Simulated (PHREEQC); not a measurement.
Solution (80 °C): 0.0031 mol HNO3 and 0.057 mol AlCl3 per kg of water. Closed to the air; pH follows from the charge balance.

Computed with PHREEQC (ion-association model, phreeqc.dat).

| Item | Value |
|---|---|
| pH | 2.46 |
| ionic strength | 0.342 mol/kgw |
| specific conductance | 37000 µS/cm |
| density | 0.979 g/cm³ |
| total alkalinity | -3.10 meq/kg |

```json
[
 {"species": "Cl-", "molality": "0.171", "activity": "0.111", "log γ": "-0.189"},
 {"species": "Al+3", "molality": "0.0555", "activity": "0.00460", "log γ": "-1.081"},
 {"species": "H+", "molality": "0.00461", "activity": "0.00349", "log γ": "-0.120"},
 {"species": "NO3-", "molality": "0.00310", "activity": "0.00191", "log γ": "-0.210"},
 {"species": "AlOH+2", "molality": "0.00144", "activity": "0.000325", "log γ": "-0.646"},
 {"species": "Al(OH)2+", "molality": "3.45e-5", "activity": "2.38e-5", "log γ": "-0.162"},
 {"species": "Al(OH)3", "molality": "1.49e-8", "activity": "1.62e-8", "log γ": "0.034"}
]
```

This is a speciation only: nothing precipitates in the calculation. Away from 25 °C the constants follow the database's enthalpies or fits; those with neither stay at their 25 °C values.
